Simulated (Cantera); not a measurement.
**Stirred combustor or abatement burner**

A perfectly stirred reactor is fed with 13.3 % CH4, 3.18 % CO, 17.5 % O2, 66.0 % N2, equivalence ratio 1.6, at 1.00 atm; it is adiabatic with a 775 K inlet, and is followed from long to short residence time, starting on the burning branch (τ in s: 0.11, 0.042, 0.016, 0.0063, 0.0024, 0.00094, 0.00036, 0.00014, 5.5e-05, 2.1e-05, 8.3e-06, 3.2e-06).

Model: GRI-Mech 3.0 (53 species, 325 reactions), integrated in Cantera.

```tsv
τ (s)	T (K)	x CH4	x CO	x O2	x HO2	x CO2	x OH
0.11	2195	5.15e-5	0.111	4.63e-5	1.17e-8	0.0400	0.000610
0.042	2191	9.33e-5	0.110	9.53e-5	2.30e-8	0.0400	0.000712
0.016	2186	0.000166	0.110	0.000201	4.80e-8	0.0400	0.000838
0.0063	2180	0.000296	0.110	0.000425	1.03e-7	0.0399	0.000968
0.0024	2171	0.000562	0.109	0.000952	2.47e-7	0.0396	0.00109
0.00094	2156	0.00108	0.109	0.00215	6.42e-7	0.0388	0.00121
0.00036	2122	0.00223	0.108	0.00522	2.04e-6	0.0364	0.00127
0.00014	1999	0.00708	0.107	0.0178	1.23e-5	0.0283	0.000924
5.5e-5	775	0.133	0.0318	0.175	<1e-12	<1e-12	<1e-12
2.1e-5	775	0.133	0.0318	0.175	<1e-12	<1e-12	<1e-12
8.3e-6	775	0.133	0.0318	0.175	<1e-12	<1e-12	<1e-12
3.2e-6	775	0.133	0.0318	0.175	<1e-12	<1e-12	<1e-12
```
x: mole fraction; the columns are a selection and need not sum to one.
